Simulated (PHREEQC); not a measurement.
Solution (25 °C): 0.013 mol/kgw H3BO3, 0.00081 mol/kgw NaOH and 0.00056 mol/kgw KCl. Closed to the air; pH follows from the charge balance.

Model: ion-association model, wateq4f.dat, run in PHREEQC.

```json
[
 {"quantity": "pH", "before": "8.04", "after": "8.05"},
 {"quantity": "ionic strength (mol/kgw)", "before": "0.00137", "after": "0.000810"},
 {"quantity": "H3BO3 (mol/kgw)", "before": "0.0122", "after": "0.0122"},
 {"quantity": "H2BO3- (mol/kgw)", "before": "0.000809", "after": "0.000809"}
]
```

**Question.** What was changed between the two runs?
A) 0.00028 mol/kgw Cs2CO3 added
B) 0.0002 mol/kgw Na2SO4 added
C) KCl left out
D) temperature from 25 to 40 °C
E) 0.002 mol/kgw HF added

**Answer.** C, KCl left out

Precipitation was switched off in this run.
